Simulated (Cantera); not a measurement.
**Low-pressure radical oxidation in H2/O2**

An isothermal, constant-pressure homogeneous reactor starts with H2 : O2 = 0.017 : 1 (molar parts), at 1325 K and 270 Pa.

Computed with Cantera and the H2/O2 subset of GRI-Mech 3.0, which has no nitrogen chemistry. Radical loss at walls, strong at low pressure, is not modelled.

```tsv
t (s)	x H2	x O2	x H2O	x H2O2	x O	x H	x HO2
0.000700	0.0167	0.983	5.76e-9	4.64e-12	1.81e-8	5.88e-9	1.82e-8
0.00136	0.0167	0.983	3.00e-8	1.72e-11	5.37e-8	1.16e-8	3.52e-8
0.00264	0.0167	0.983	1.88e-7	6.27e-11	2.19e-7	3.76e-8	6.84e-8
0.00512	0.0167	0.983	2.19e-6	2.22e-10	2.01e-6	3.17e-7	1.33e-7
0.00993	0.0165	0.983	0.000135	7.17e-10	0.000117	1.83e-5	2.51e-7
0.0193	0.00166	0.970	0.0128	1.21e-8	0.0114	0.00136	2.56e-7
0.0374	0.000112	0.968	0.0152	4.80e-9	0.0142	0.000902	1.82e-7
0.0726	0.000109	0.968	0.0153	4.75e-9	0.0141	0.000888	1.81e-7
0.141	0.000107	0.968	0.0153	4.74e-9	0.0139	0.000869	1.80e-7
0.274	0.000104	0.968	0.0153	4.72e-9	0.0135	0.000832	1.77e-7
0.531	9.91e-5	0.969	0.0154	4.67e-9	0.0128	0.000767	1.73e-7
1.03	8.98e-5	0.971	0.0155	4.59e-9	0.0115	0.000657	1.66e-7
2.00	7.50e-5	0.973	0.0157	4.41e-9	0.00953	0.000496	1.53e-7
```
x: mole fraction; the columns are a selection and need not sum to one.

Equilibrium at this temperature and pressure: H2 4.41e-8, O2 0.983, H2O 0.0168, H2O2 5.74e-11, O 5.29e-6, H 6.66e-9, HO2 1.41e-8 (gas phase only).
